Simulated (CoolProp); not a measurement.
A single-stage vapour-compression cycle with tetrahydrofuran: evaporating at 315.15 K (dew point), condensing at 383.15 K (bubble point), superheat 8 K, subcooling 8 K, compressor efficiency 0.75, no pressure losses. Each further row changes one setting.

Values from CoolProp's reference Helmholtz-energy equation of state, Fiedler 2023.

```
case                              cooling COP  pressure ratio  discharge temperature (K)  refrigerating effect (kJ/kg)  volumetric capacity (kJ/m³)
--------------------------------  -----------  --------------  -------------------------  ----------------------------  ---------------------------
as stated                                2.96            8.06                      410.4                           328                          389
evaporating temperature 320.15 K         3.30            6.67                      407.8                           334                          471
condensing temperature 378.15 K          3.26            7.12                      405.2                           338                          401
subcooling 13 K                          3.05            8.06                      410.4                           338                          401
superheat 18 K                           2.98            8.06                      420.1                           340                          390
compressor efficiency 0.65               2.57            8.06                      421.2                           328                          389
```
